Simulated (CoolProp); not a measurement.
The numbers come from the reference Helmholtz-energy equation of state, Gao 2022 in CoolProp.

Problem. Give the vapour pressure (MPa), vapour density (kg/m³), enthalpy of vaporisation (kJ/kg) of saturated n-perfluorohexane at 234.1, 284.9 K.

Solution. 
| T (K) | p (MPa) | vapour density (kg/m³) | enthalpy of vaporisation (kJ/kg) |
|---|---|---|---|
| 234.1 | 0.000640 | 0.111 | 109 |
| 284.9 | 0.0159 | 2.31 | 96.5 |
